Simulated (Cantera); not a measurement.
Input (Python, Cantera):

```python
import numpy as np
import cantera as ct

gas = ct.Solution("gri30.yaml")
gas.TPX = 1950, 100000, {'NO': 1, 'N2': 1}
reactor = ct.IdealGasConstPressureReactor(gas, energy="off", clone=False)
net = ct.ReactorNet([reactor])
net.rtol, net.atol = 1e-08, 1e-18
show = ['NO', 'O', 'N2O', 'NO2', 'N2', 'O2']
times = np.geomspace(0.0002, 3, 11)

steps = ct.SolutionArray(gas, extra=["t"])
rows = []
print(f"{'t/s':>10s}{'T/K':>9s}{'P/Pa':>11s}" + "".join(f"{s:>11s}" for s in show))
for t in times:
    while net.time < t:
        t_next = net.step()
        steps.append(gas.state, t=t_next)
    rows.append([np.interp(t, steps.t, y) for y in (steps.T, steps.P, *steps(*show).X.T)])
    print(f"{t:10.3e}{rows[-1][0]:9.1f}{rows[-1][1]:11.4g}" + "".join(f"{x:11.3e}" for x in rows[-1][2:]))
rate = np.gradient(steps.T, steps.t)
print("integrator steps:", len(steps.t))
if steps.T.max() > steps.T[0] + 200:
    print(f"time of steepest temperature rise: {steps.t[rate.argmax()]:.4e} s")
gas.TPX = 1950, 100000, {'NO': 1, 'N2': 1}
gas.equilibrate("TP")
print(f"equilibrium (TP): T = {gas.T:.1f} K  " + "  ".join(f"{s} {gas[s].X[0]:.3e}" for s in show))
```

Output:

```
       t/s      T/K       P/Pa         NO          O        N2O        NO2         N2         O2
 2.000e-04   1950.0      1e+05  4.999e-01  1.168e-05  3.392e-05  3.303e-05  5.000e-01  1.507e-06
 5.232e-04   1950.0      1e+05  4.997e-01  2.521e-05  6.916e-05  9.218e-05  5.001e-01  1.559e-05
 1.369e-03   1950.0      1e+05  4.993e-01  4.069e-05  1.048e-04  1.639e-04  5.002e-01  1.392e-04
 3.580e-03   1950.0      1e+05  4.983e-01  4.456e-05  1.145e-04  1.813e-04  5.007e-01  6.159e-04
 9.364e-03   1950.0      1e+05  4.957e-01  4.746e-05  1.133e-04  1.935e-04  5.020e-01  1.895e-03
 2.449e-02   1950.0      1e+05  4.890e-01  5.418e-05  1.099e-04  2.208e-04  5.054e-01  5.225e-03
 6.407e-02   1950.0      1e+05  4.718e-01  6.838e-05  1.015e-04  2.742e-04  5.140e-01  1.377e-02
 1.676e-01   1950.0      1e+05  4.298e-01  9.431e-05  8.306e-05  3.520e-04  5.350e-01  3.469e-02
 4.384e-01   1950.0      1e+05  3.402e-01  1.336e-04  5.102e-05  4.014e-04  5.798e-01  7.947e-02
 1.147e+00   1950.0      1e+05  1.992e-01  1.784e-04  1.727e-05  3.177e-04  6.503e-01  1.500e-01
 3.000e+00   1950.0      1e+05  7.045e-02  2.111e-04  2.422e-06  1.338e-04  7.147e-01  2.145e-01
integrator steps: 884
equilibrium (TP): T = 1950.0 K  NO 7.039e-03  O 2.254e-04  N2O 3.869e-07  NO2 1.431e-05  N2 7.464e-01  O2 2.463e-01
```

Detailed kinetics in Cantera: GRI-Mech 3.0 (53 species, 325 reactions).
